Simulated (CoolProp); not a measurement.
Properties of R1233zd(E) at several states (Tc = 438.9 K, pc = 3.583 MPa, ω = 0.304).

Values from CoolProp's reference Helmholtz-energy equation of state, Akasaka 2022.

```tsv
T (K)	p (MPa)	phase	cv (kJ/(kg K))	speed of sound (m/s)	expansivity (1/kK)
235.3	0.023	liquid	0.7391	?	1.508
325.5	0.0149	gas	?	149.4	3.114
387.2	0.0379	gas	0.8460	?	2.633
225.1	0.253	liquid	0.7271	988.1	1.464
401.4	2.62	liquid	0.9558	302.6	5.148
```

### Question
What belongs in the gaps?

### Answer

- 235.3, speed of sound (m/s): 944.5
- 325.5, cv (kJ/(kg K)): 0.7614
- 387.2, speed of sound (m/s): 162.1
